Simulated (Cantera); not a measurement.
A closed system holds: 1 mol V, 0.93 mol O2, 5.5 mol H2, held at 2048.15 K.

Method: chemical equilibrium by Gibbs-energy minimisation in Cantera with the NASA 1993 tables (ideal gas, pure condensed phases). Candidate condensed phases: H2O, V, VO, V2O3, V2O4, V2O5; 12 gas species. Condensed phases not in the tables: the oxides between V2O3 and V2O5 other than VO2. The numbers say what is thermodynamically allowed, not how fast it happens.

x: gas mole fraction; n: condensed amount in mol.

| P (Pa) | x H2 | x H | x VO2 | x H2O | x VO | n V2O3(s) |
|---|---|---|---|---|---|---|
| 0.100 | 0.120 | 0.777 | 0.0707 | 0.00197 | 0.0216 | 0 |
| 2.50 | … | … | … | … | … | 0 |
| 63 | 0.826 | 0.0812 | 0.0494 | 0.0369 | 0.00555 | 0.333 |
| 1600 | 0.917 | 0.0170 | 0.00242 | 0.0635 | 0.000175 | 0.493 |
| 40000 | 0.931 | … | … | 0.0653 | … | 0.500 |
| 1000000 | 0.934 | 0.000685 | 3.90e-6 | 0.0654 | 2.79e-7 | 0.500 |

Task: Fill in the missing entries.

Result: 
- 2.50, x H2: 0.533
- 2.50, x H: 0.327
- 2.50, x VO2: 0.101
- 2.50, x H2O: 0.00983
- 2.50, x VO: 0.0273
- 40000, x H: 0.00342
- 40000, x VO2: 9.75e-5
- 40000, x VO: 6.98e-6
